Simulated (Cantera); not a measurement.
An adiabatic, constant-volume homogeneous reactor starts with CH4 : CO : O2 : N2 = 1 : 0.94 : 2.25 : 8.44 (molar parts), equivalence ratio 1.1, at 1175 K and 17.8 atm. Integrator tolerance rtol = 1e-08.

Detailed kinetics in Cantera: GRI-Mech 3.0 (53 species, 325 reactions). The pressure lies above the range GRI-Mech 3.0 was tuned for (to about 10 atm). Above 3000 K some thermodynamic fits are extrapolated.

Q: What does this change do: 0.66 parts H2 added?

A: 
```tsv
quantity	before	after
time of steepest temperature rise	6.96 ms	0.238 ms
temperature at 1.00 s	3060 K	3085 K
equilibrium temperature	3060 K	3085 K
x(CH4) at 1.00 s	<1e-12 (gas-phase equilibrium <1e-12)	6.75e-12 (gas-phase equilibrium 7.94e-12)
x(CO) at 1.00 s	0.0586 (gas-phase equilibrium 0.0586)	0.0766 (gas-phase equilibrium 0.0766)
x(O2) at 1.00 s	0.00936 (gas-phase equilibrium 0.00936)	0.00357 (gas-phase equilibrium 0.00357)
x(CH2CO) at 1.00 s	<1e-12 (gas-phase equilibrium <1e-12)	<1e-12 (gas-phase equilibrium <1e-12)
x(CH2O) at 1.00 s	1.28e-8 (gas-phase equilibrium 1.28e-8)	3.58e-8 (gas-phase equilibrium 3.58e-8)
```

Q: What does this change do: initial temperature 1175 to 1223 K?

A: 
```csv
quantity,before,after
time of steepest temperature rise,6.96 ms,3.46 ms
temperature at 1.00 s,3060 K,3077 K
equilibrium temperature,3060 K,3077 K
x(CH4) at 1.00 s,<1e-12 (gas-phase equilibrium <1e-12),<1e-12 (gas-phase equilibrium <1e-12)
x(CO) at 1.00 s,0.0586 (gas-phase equilibrium 0.0586),0.0602 (gas-phase equilibrium 0.0602)
x(O2) at 1.00 s,0.00936 (gas-phase equilibrium 0.00936),0.00993 (gas-phase equilibrium 0.00993)
x(CH2CO) at 1.00 s,<1e-12 (gas-phase equilibrium <1e-12),<1e-12 (gas-phase equilibrium <1e-12)
x(CH2O) at 1.00 s,1.28e-8 (gas-phase equilibrium 1.28e-8),1.32e-8 (gas-phase equilibrium 1.32e-8)
```
